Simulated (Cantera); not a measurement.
Charge: 1 mol PH3, 0.78 mol H2, 0.082 mol O2, held at 1098 K and 100000 Pa.

Method: chemical equilibrium by Gibbs-energy minimisation in Cantera with the NASA 1993 tables (ideal gas, pure condensed phases). Candidate condensed phases: H2O, P, P4O10; 17 gas species. Gases not in the tables: HPO2, HPO3 and P4O6. Rates play no part.

Base state: H2 0.831, P4 0.0927, H2O 0.0645, P2 0.0109, PH3 0.000460 (mole fractions); condensed: gas only.

What changes in the equilibrium state with this change: O2 from 0.082 to 0.36 mol?


| species | before | after |
|---|---|---|
| H2 | 0.831 | 0.721 |
| H2O | 0.0645 | 0.175 |
| P4 | 0.0927 | 0.0822 |
| P4O10 | 1.38e-7 | 0.0108 |
| P2 | 0.0109 | 0.0103 |
| PO2 | 1.58e-6 | 1.50e-5 |
| PH3 | 0.000460 | 0.000360 |
